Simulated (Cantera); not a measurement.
Charge: 1 mol B2H6, 2 mol O2, 4.9 mol H2, equilibrated at 1.00 Torr.

These are equilibrium values from Cantera (NASA tables, ideal gas, pure condensed phases), not measurements of a reactor. Candidate condensed phases: B, B2O3, B3O3H3, H2O; 23 gas species. The feed counts by its element totals alone. Gases not in the tables: H3BO3. Rates play no part. All values below are at 1248 K.

Base state: H2 0.867, H2O 0.118, HBO2 0.0151, B2O3 3.11e-5, (HBO2)3 1.46e-5, H 1.19e-5 (mole fractions); condensed: B2O3(l).

Question: What changes in the equilibrium state with this change: pressure from 1.00 Torr to 100 Torr?

Answer: 
```
species        before     after
------------  -------  --------
H2              0.867     0.873
H2O             0.118     0.125
HBO2           0.0151   0.00155
B2O3          3.11e-5   3.11e-7
(HBO2)3       1.46e-5  0.000159
B2O3(l), mol    0.940     0.992
```
